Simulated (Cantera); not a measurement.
An isothermal, constant-pressure homogeneous reactor starts with C₂H₆ : N₂ = 1 : 2.6 (molar parts), at 1825 K and 1.00 bar.

Computed with Cantera and GRI-Mech 3.0 (53 species, 325 reactions). GRI-Mech 3.0 stops at C3 and has no aromatics, soot or wall deposition, so with more carbon than oxygen in the feed, carbon stays in small species such as C2H2 where larger ones or solid carbon would form.

x: mole fraction; the columns are a selection and need not sum to one.

```
t (s)       x C₂H₆       x H     x CH₃   x C₂H₂   x C₂H₄    x C₂H     x HCN
--------  --------  --------  --------  -------  -------  -------  --------
5.00e-6      0.132  0.000781    0.0301  0.00502   0.0680  5.56e-7   5.42e-7
1.82e-5     0.0166  0.000834    0.0115   0.0509   0.0996  2.57e-6   1.09e-6
6.64e-5   0.000588         ?   0.00231    0.106   0.0507  1.37e-6   1.20e-6
0.000242  0.000110         ?   0.00111    0.137   0.0169  8.93e-7   1.18e-6
0.000882   8.57e-5         ?   0.00100    0.153  0.00218  1.02e-6   1.19e-6
0.00321    4.25e-5         ?  0.000716    0.161  0.00145  1.09e-6   1.30e-6
0.0117     9.82e-6  0.000237  0.000349    0.170  0.00120  1.19e-6   1.57e-6
0.0427     1.42e-6  0.000257  0.000127    0.175  0.00120  1.26e-6   2.00e-6
0.156      5.12e-7  0.000263   6.59e-5    0.176  0.00121  1.28e-6   2.69e-6
0.567      4.84e-7  0.000263   6.32e-5    0.176  0.00121  1.28e-6   4.78e-6
2.07       4.84e-7  0.000263   6.32e-5    0.176  0.00121  1.28e-6   1.35e-5
7.53       4.84e-7  0.000263   6.32e-5    0.176  0.00121  1.28e-6   5.36e-5
27.4       4.84e-7  0.000263   6.32e-5    0.176  0.00121  1.28e-6  0.000222
100        4.83e-7  0.000263   6.31e-5    0.176  0.00121  1.28e-6  0.000837
```

**Question.** What belongs in the gaps?

**Answer.** 
- 6.64e-5, x H: 0.000290
- 0.000242, x H: 0.000167
- 0.000882, x H: 0.000187
- 0.00321, x H: 0.000208
